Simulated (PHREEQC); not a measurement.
Dissolve 2.5 mmol/kgw HF, 0.2 mmol/kgw NaF, 3.9 mmol/kgw (NH4)2SiF6 and 190 mmol/kgw HCl at 25 °C. Closed to the air; pH follows from the charge balance.

Computed with PHREEQC (ion-association model, wateq4f.dat).

Problem. The ionic strength comes out as 0.199 mol/kgw. What activity coefficients do H+, NH4+, HF2-, F-, SiF6-2 get?

Solution. H+ 0.80, NH4+ 0.75, HF2- 0.71, F- 0.71, SiF6-2 0.30.

Precipitation was switched off in this run. Examples of supersaturated solids here: Quartz (slow to form), Chalcedony (slow to form). Others may be too. Species that the database lacks are ignored. SiF6-2 is the database's only silicon fluoride.
